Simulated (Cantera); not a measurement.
What does this Cantera script print?

```python
import numpy as np
import cantera as ct

gas = ct.Solution("gri30.yaml")
gas.TPX = 425, 101325, {'CO': 1, 'H2': 0.2, 'O2': 0.714, 'N2': 2.69, 'H2O': 0.022}
inlet = ct.Reservoir(gas, clone=True)
gas.equilibrate("HP")  # start burning
reactor = ct.IdealGasConstPressureReactor(gas, energy="on", clone=False)
exhaust = ct.Reservoir(gas, clone=True)
tau = [0.056, 0.032, 0.018, 0.01, 0.006, 0.0034, 0.002, 0.0011, 0.00064, 0.00036, 0.00021, 0.00012, 6.8e-05][0]
for a, b in ((inlet, reactor), (reactor, exhaust)):
    ct.MassFlowController(a, b, mdot=lambda t: reactor.mass / tau)
net = ct.ReactorNet([reactor])
show = ['CO', 'H2', 'O2', 'H', 'CO2']

rows = []
print(f"{'tau/s':>10s}{'T/K':>9s}" + "".join(f"{s:>11s}" for s in show))
for tau in [0.056, 0.032, 0.018, 0.01, 0.006, 0.0034, 0.002, 0.0011, 0.00064, 0.00036, 0.00021, 0.00012, 6.8e-05]:
    net.initial_time = 0.0
    net.advance(30 * tau)
    before = gas.X
    net.advance(40 * tau)
    drift = np.max(np.abs(gas.X - before) / (gas.X + 1e-9))
    rows.append([gas.T, *gas[show].X, drift])
    print(f"{tau:10.3e}{gas.T:9.1f}" + "".join(f"{x:11.3e}" for x in gas[show].X))
```

Output:

```
     tau/s      T/K         CO         H2         O2          H        CO2
 5.600e-02   2291.1  2.242e-02  9.153e-04  3.641e-02  4.810e-04  2.225e-01
 3.200e-02   2266.4  2.559e-02  1.063e-03  3.820e-02  6.294e-04  2.188e-01
 1.800e-02   2229.0  3.017e-02  1.288e-03  4.056e-02  8.940e-04  2.135e-01
 1.000e-02   2178.2  3.604e-02  1.597e-03  4.339e-02  1.339e-03  2.067e-01
 6.000e-03   2125.2  4.179e-02  1.925e-03  4.603e-02  1.923e-03  1.999e-01
 3.400e-03   2058.2  4.858e-02  2.344e-03  4.905e-02  2.858e-03  1.919e-01
 2.000e-03   1988.5  5.508e-02  2.778e-03  5.190e-02  4.086e-03  1.841e-01
 1.100e-03   1902.0  6.248e-02  3.293e-03  5.513e-02  5.984e-03  1.751e-01
 6.400e-04   1815.8  6.934e-02  3.753e-03  5.820e-02  8.232e-03  1.666e-01
 3.600e-04   1713.7  7.752e-02  4.184e-03  6.209e-02  1.106e-02  1.566e-01
 2.100e-04   1601.3  8.830e-02  4.482e-03  6.760e-02  1.348e-02  1.439e-01
 1.200e-04   1430.3  1.132e-01  4.876e-03  8.116e-02  1.286e-02  1.164e-01
 6.800e-05    425.0  2.162e-01  4.323e-02  1.543e-01  1.491e-25  3.706e-15
```

Cantera simulation using GRI-Mech 3.0 (53 species, 325 reactions); the numbers are that mechanism's predictions, not measurements.
